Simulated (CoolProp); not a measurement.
Ethane at 293.15 K and 5.42 MPa is throttled through a valve to 3.79 MPa with no heat exchange. Each further row changes one setting.

Values from CoolProp's reference Helmholtz-energy equation of state, Bücker 2006.

```
case                      temperature change (K)  final phase  final density (kg/m³)
------------------------  ----------------------  -----------  ---------------------
as stated                                      ?       liquid                      ?
outlet pressure 1.14 MPa                   -47.7            ?                      ?
outlet pressure 4.93 MPa                       ?       liquid                      ?
```

Question: Complete the blanks.

Answer: 
- as stated, temperature change (K): -2.3
- as stated, final density (kg/m³): 352
- outlet pressure 1.14 MPa, final phase: two-phase, vapour fraction 0.403
- outlet pressure 1.14 MPa, final density (kg/m³): 47.9
- outlet pressure 4.93 MPa, temperature change (K): -0.6
- outlet pressure 4.93 MPa, final density (kg/m³): 361
